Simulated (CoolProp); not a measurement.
Vapour-liquid equilibrium of propane (1) + c-C4F8 (RC318) (2) at 334.4 K; x and y are mole fractions of (1).

Computed with CoolProp (multi-fluid Helmholtz-energy mixture model, Lemmon 2009 and Platzer 1990; pair parameters Bell 2016). This equation is an older, rougher fit; its heat capacities, sound speeds and derivatives of the liquid may be far off and weren't checked against measurements.

### Question
Give the bubble pressure and the first vapour's composition at x = 0.425, 0.575, 0.65. Is there an azeotrope?

### Answer
x = 0.425: 1.798 MPa, y = 0.608; x = 0.575: 1.983 MPa, y = 0.695; x = 0.65: 2.056 MPa, y = 0.737. y crosses x between x = 0.875 and 0.95: the model has an azeotrope there.

Pair parameters are fitted to limited data, so mixtures are less certain than the pure fluids.
